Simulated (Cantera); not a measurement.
# Thermodynamics of carbon deposition, reforming and gasification, feed C3H8 + NH3 + N2

Input: 1 mol C3H8, 0.048 mol NH3, 0.73 mol N2, equilibrated at 2473.15 K.

Method: chemical equilibrium by Gibbs-energy minimisation in Cantera with the NASA 1993 tables (ideal gas, pure condensed phases). Candidate condensed phases: C, C6H6, C7H8, C8H18; 92 gas species. The ideal-gas law is rough above about 30 bar. Equilibrium is a limit: real reactors are often held back by kinetics, nucleation or transport.

From 10.0 Pa to 100 bar the condensed part is C(graphite). The main C-bearing gas is C3 at 10.0 Pa and HCN at 100 bar. The share of C in condensed phases is highest at 72.0 Pa (94.6 %) and lowest at 100 bar (91.5 %).

| P (Pa) | x H2 | x H | x N2 | x HCN | x CH4 | x C2H2 (acetylene) | x C3 | x HNC | n C(graphite) |
|---|---|---|---|---|---|---|---|---|---|
| 10 | 0.120 | 0.774 | 0.0898 | 0.00687 | 2.26e-10 | 0.00116 | 0.00326 | 0.000780 | 2.80 |
| 72 | 0.367 | 0.504 | 0.109 | 0.0132 | 1.52e-8 | 0.00354 | 0.000452 | 0.00150 | 2.84 |
| 520 | 0.605 | 0.241 | 0.127 | 0.0183 | 2.99e-7 | 0.00584 | 6.27e-5 | 0.00208 | 2.82 |
| 3700 | 0.733 | 0.0993 | 0.137 | 0.0209 | 3.12e-6 | 0.00707 | 8.81e-6 | 0.00238 | 2.81 |
| 27000 | 0.789 | 0.0381 | 0.141 | 0.0221 | 2.63e-5 | 0.00761 | 1.21e-6 | 0.00250 | 2.80 |
| 190000 | 0.810 | 0.0146 | 0.143 | 0.0225 | 0.000195 | 0.00781 | 1.71e-7 | 0.00255 | 2.80 |
| 1400000 | 0.816 | 0.00539 | 0.143 | 0.0226 | 0.00146 | 0.00788 | 2.33e-8 | 0.00257 | 2.79 |
| 10000000 | 0.808 | 0.00201 | 0.145 | 0.0227 | 0.0102 | 0.00780 | 3.26e-9 | 0.00257 | 2.75 |
x: gas mole fraction; n: condensed amount in mol.
